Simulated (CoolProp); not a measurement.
Vapour-liquid equilibrium of propane (1) + isobutane (2) at -57.25 °C; x and y are mole fractions of (1).

Values from CoolProp's multi-fluid Helmholtz-energy mixture model, Lemmon 2009 and Bücker 2006; pair parameters Kunz 2012.

Q: Give the bubble pressure and the first vapour's composition at x = 0.05, 0.2, 0.35. Is there an azeotrope?

A: x = 0.05: 0.01295 MPa, y = 0.193; x = 0.2: 0.01862 MPa, y = 0.523; x = 0.35: 0.02415 MPa, y = 0.699. No azeotrope shows between x = 0.05 and 0.95.

The pair parameters rest on a limited set of measurements; away from them the model extrapolates. The gap from Raoult's law changes sign with composition, which may be real or a fault of the pair parameters; it wasn't checked against measurements.
